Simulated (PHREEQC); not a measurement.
Dissolve 0.0062 mol HF, 1.9e-05 mol Na2B4O7 and 0.0048 mol NaCl per kg of water at 25 °C. It is in equilibrium with CO2 at log p = -3.4 (atm). Otherwise closed; pH follows from the charge balance.

The numbers come from PHREEQC with the ion-association model, wateq4f.dat.

Each row changes one thing in this solution. No solid was allowed to form.

```tsv
case	pH	ionic strength (mol/kgw)	HF (mol/kgw)	F- (mol/kgw)	BF4- (mol/kgw)	H2F2 (mol/kgw)	SI of Halite (NaCl)	SI of Nahcolite (NaHCO3)
as made	2.77	0.00665	0.00404	0.00175	5.97e-5	4.27e-5	-6.29	-10.25
Na2B4O7 from 1.9e-05 to 3.8e-05 mol/kgw	2.78	0.00666	0.00386	(withheld)	0.000116	3.89e-5	-6.29	-10.24
HF from 0.0062 to 0.031 mol/kgw	2.38	0.00936	0.0231	(withheld)	7.47e-5	0.00139	-6.30	-10.65
Na2B4O7 from 1.9e-05 to 0.00019 mol/kgw	2.84	0.00673	0.00278	0.00141	0.000428	2.02e-5	-6.26	-10.15
Na2B4O7 from 1.9e-05 to 9.5e-06 mol/kgw	2.77	0.00664	0.00414	0.00178	(withheld)	(withheld)	-6.29	-10.26
0.0001 mol/kgw CsOH added	2.79	0.00669	0.00400	0.00179	5.96e-5	4.18e-5	-6.29	-10.24
```

Fill in the missing entries.


- Na2B4O7 from 1.9e-05 to 3.8e-05 mol/kgw, F- (mol/kgw): 0.00170
- HF from 0.0062 to 0.031 mol/kgw, F- (mol/kgw): 0.00412
- Na2B4O7 from 1.9e-05 to 9.5e-06 mol/kgw, BF4- (mol/kgw): 3.02e-5
- Na2B4O7 from 1.9e-05 to 9.5e-06 mol/kgw, H2F2 (mol/kgw): 4.47e-5

Real BF4- forms and hydrolyses slowly; the run takes it at equilibrium.
